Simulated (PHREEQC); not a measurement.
A column of 1 m (40 cells, dispersivity 0.08 m, 60 s a shift, diffusion coefficient 3e-10 m²/s) holds 0.0024 eq of the database's cation exchanger X per kg of pore water, first in equilibrium with 1.1 mmol/kgw NH4Cl and 0.01 mmol/kgw HCl. It is flushed with 0.004 mol/kgw KBr, 0.00055 mol/kgw MgSO4, 0.00036 mol/kgw Na2SO4 and 1e-05 mol/kgw HCl, at 15 °C. Values are for the last cell. The system is closed to CO2. No solid was allowed to form.

The series has 31 steps of pore volumes, from 0 to 3.013.

All values are PHREEQC results (ion-association model, phreeqc.dat), not measurements.

Task: After how many pore volumes does K at the outlet first reach half of its feed value?

Result: By 1.3 pore volumes.

Task: After how many pore volumes does Br at the outlet first reach half of its feed value?

Result: By 1.0 pore volumes.

Task: After how many pore volumes does S at the outlet first reach half of its feed value?

Result: By 1.0 pore volumes.

Complexes and solids missing from the database can't appear.
